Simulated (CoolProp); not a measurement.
n-octane along the isobar 2560 kPa: Z from the reference equation and from simpler models built on Tc = 295.6 °C, pc = 2484 kPa, ω = 0.398; each cubic takes its own stable root.

Computed with CoolProp (reference Helmholtz-energy equation of state, Beckmüller 2019).

```
T (°C)   phase  reference
------  ------  ---------
5.55    liquid     0.1762
26.65   liquid     0.1677
47.85   liquid     0.1605
68.95   liquid     0.1546
90.15   liquid     0.1496
111.25  liquid     0.1455
132.45  liquid     0.1422
153.65  liquid     0.1398
174.75  liquid     0.1382
195.95  liquid     0.1377
217.05  liquid     0.1383
238.25  liquid     0.1406
259.35  liquid     0.1457
280.55  liquid     0.1580
```

Q: How far does each simpler model (van der Waals, Redlich-Kwong) lie from the reference over these 14 states: mean and median of the absolute difference, and the worst?

A: 
- van der Waals: mean 73.7 %, median 73.7 %, worst +78.7 % at 5.55 °C and 2560 kPa
- Redlich-Kwong: mean 23.9 %, median 22.1 %, worst +34.1 % at 280.55 °C and 2560 kPa
